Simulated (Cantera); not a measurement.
An adiabatic, constant-volume homogeneous reactor starts with 23.1 % CH₄, 0.815 % C₂H₆, 16.0 % O₂, 60.1 % N₂, equivalence ratio 3.1, at 1400 K and 1.09 atm.

Cantera simulation using GRI-Mech 3.0 (53 species, 325 reactions); the numbers are that mechanism's predictions, not measurements.

Q: Predict: time of steepest temperature rise; temperature at 1.00 s; equilibrium temperature; x(CH₄) at 1.00 s; x(O₂) at 1.00 s; x(O) at 1.00 s; x(HCN) at 1.00 s.

A: 
| Quantity | Result |
|---|---|
| time of steepest temperature rise | 2.23 ms |
| temperature at 1.00 s | 2174 K |
| equilibrium temperature | 2174 K |
| x(CH₄) at 1.00 s | 8.67e-9 (gas-phase equilibrium 1.00e-8) |
| x(O₂) at 1.00 s | 1.02e-8 (gas-phase equilibrium 1.02e-8) |
| x(O) at 1.00 s | 1.54e-7 (gas-phase equilibrium 1.54e-7) |
| x(HCN) at 1.00 s | 2.29e-6 (gas-phase equilibrium 2.11e-6) |
